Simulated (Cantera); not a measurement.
An isothermal, constant-pressure homogeneous reactor starts with 0.0996 % CO, 0.209 % O2, 0.0538 % H2O, 99.6 % N2, equivalence ratio 0.24, at 873 K and 143 Torr.

Cantera simulation using GRI-Mech 3.0 (53 species, 325 reactions); the numbers are that mechanism's predictions, not measurements.

**Question.** Predict: x(CO) at 100 s; x(O2) at 100 s; x(H2O) at 100 s; x(HO2) at 100 s; x(H2O2) at 100 s.

**Answer.** 
* **x(CO) at 100 s**: 0.000116 (gas-phase equilibrium <1e-12)
* **x(O2) at 100 s**: 0.00165 (gas-phase equilibrium 0.00159)
* **x(H2O) at 100 s**: 0.000537 (gas-phase equilibrium 0.000538)
* **x(HO2) at 100 s**: 6.97e-8 (gas-phase equilibrium <1e-12)
* **x(H2O2) at 100 s**: 7.20e-9 (gas-phase equilibrium <1e-12)
